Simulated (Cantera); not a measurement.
Charge: 1 mol B, a varied amount of O2, 0.45 mol H2, held at 2.90 mbar.

Cantera equilibrium calculation (NASA polynomials, part measured and part estimated; ideal gas, pure solids and liquids). Candidate condensed phases: B, B2O3, B3O3H3, H2O; 23 gas species. Mutual solubility and eutectic melting of coexisting phases are not modelled. The numbers say what is thermodynamically allowed, not how fast it happens.

What condenses at these points (T in K, n(O2) in mol): (1850, 4.4); (1050, 0.16); (1650, 0.094); (950, 0.85); (1750, 4.4); (1850, 4.4)?


```
T (K)  n(O2) in mol  condensed phases  B condensed (%)
-----  ------------  ----------------  ---------------
1850            4.4          gas only              0.0
1050           0.16          B + B2O3            100.0
1650          0.094                 B             81.9
950            0.85              B2O3             99.9
1750            4.4          gas only              0.0
1850            4.4          gas only              0.0
```
